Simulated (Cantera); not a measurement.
# Ammonia decomposition in nitride growth gas

An isothermal, constant-pressure homogeneous reactor starts with 90.1 % NH3, 9.91 % H2, at 1675 K and 825 Torr.

Cantera simulation using the gas-phase N/H chemistry of the illustrative SiF4/NH3 mechanism in the Surface Chemkin manual (1991); the numbers are that mechanism's predictions, not measurements. Walls and surfaces, which speed up NH3 decomposition in real reactors, are not modelled.

| t (s) | x NH3 | x H2 | x N2 | x N | x NH | x H |
|---|---|---|---|---|---|---|
| 0.000200 | 0.901 | 0.0991 | 5.67e-7 | 5.90e-10 | 8.06e-8 | 2.49e-6 |
| 0.000511 | 0.901 | 0.0992 | 1.34e-5 | 5.18e-9 | 3.60e-7 | 5.39e-6 |
| 0.00130 | 0.900 | 0.0995 | 0.000115 | 1.12e-8 | 6.21e-7 | 7.23e-6 |
| 0.00333 | 0.899 | 0.100 | 0.000430 | 1.16e-8 | 6.35e-7 | 7.38e-6 |
| 0.00849 | 0.896 | 0.103 | 0.00123 | 1.17e-8 | 6.35e-7 | 7.55e-6 |
| 0.0217 | 0.888 | 0.108 | 0.00326 | 1.19e-8 | 6.37e-7 | 7.98e-6 |
| 0.0553 | 0.869 | 0.122 | 0.00830 | 1.25e-8 | 6.39e-7 | 9.06e-6 |
| 0.141 | 0.823 | 0.156 | 0.0203 | 1.35e-8 | 6.39e-7 | 1.17e-5 |
| 0.361 | 0.724 | 0.229 | 0.0465 | 1.47e-8 | 6.23e-7 | 1.77e-5 |
| 0.921 | 0.547 | 0.360 | 0.0931 | 1.52e-8 | 5.61e-7 | 2.99e-5 |
| 2.35 | 0.323 | 0.525 | 0.152 | 1.36e-8 | 4.30e-7 | 4.90e-5 |
| 6.00 | 0.145 | 0.656 | 0.199 | 9.48e-9 | 2.56e-7 | 7.02e-5 |
x: mole fraction; the columns are a selection and need not sum to one.

Equilibrium at this temperature and pressure: NH3 1.36e-5, H2 0.763, N2 0.237, N 1.55e-12, NH 3.45e-11, H 9.73e-5 (gas phase only).
